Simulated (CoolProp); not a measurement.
Ethanol at several states: Z from the reference equation and from simpler models built on Tc = 241.6 °C, pc = 62.68 bar, ω = 0.644; each cubic takes its own stable root.

Computed with CoolProp (reference Helmholtz-energy equation of state, Schroeder 2014).

```json
[
 {"T (°C)": "65.45", "p (bar)": "365", "phase": "liquid", "reference": "0.7627", "van der Waals": "1.349", "Peng-Robinson": "0.8097"},
 {"T (°C)": "38.65", "p (bar)": "236", "phase": "liquid", "reference": "0.5284", "van der Waals": "0.9492", "Peng-Robinson": "0.5581"},
 {"T (°C)": "321.15", "p (bar)": "1.02", "phase": "gas", "reference": "0.9976", "van der Waals": "0.9966", "Peng-Robinson": "0.9965"},
 {"T (°C)": "171.55", "p (bar)": "175", "phase": "liquid", "reference": "0.3320", "van der Waals": "0.5793", "Peng-Robinson": "0.3604"},
 {"T (°C)": "-67.95", "p (bar)": "256", "phase": "liquid", "reference": "0.7874", "van der Waals": "1.441", "Peng-Robinson": "0.8515"}
]
```
